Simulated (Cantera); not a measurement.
A closed system holds: 1 mol Al2O3, 3.8 mol H2, equilibrated at 12.0 Pa.

Equilibrium computed with Cantera from the NASA thermochemical tables; the gas is ideal and each condensed phase is pure. Candidate condensed phases: Al, Al2O3, H2O; 19 gas species. The tables' values for AlOH are old estimates; treat these amounts as uncertain. The numbers say what is thermodynamically allowed, not how fast it happens. All values below are at 2823 K.

Base state: H 0.602, O 0.225, Al 0.150, AlO 0.0112, H2 0.00554, OH 0.00330, O2 0.00172, Al2O 0.000397 (mole fractions); condensed: gas only.

Task: What changes in the equilibrium state with this change: H2 from 3.8 to 0.034 mol?

Result: 
```
species    before    after
-------  --------  -------
O           0.225    0.552
Al          0.150    0.353
AlO        0.0112   0.0646
H           0.602   0.0144
O2        0.00172   0.0104
H2        0.00554  3.15e-6
H2O      0.000106  1.48e-7
Al2O2     1.65e-6  5.47e-5
```
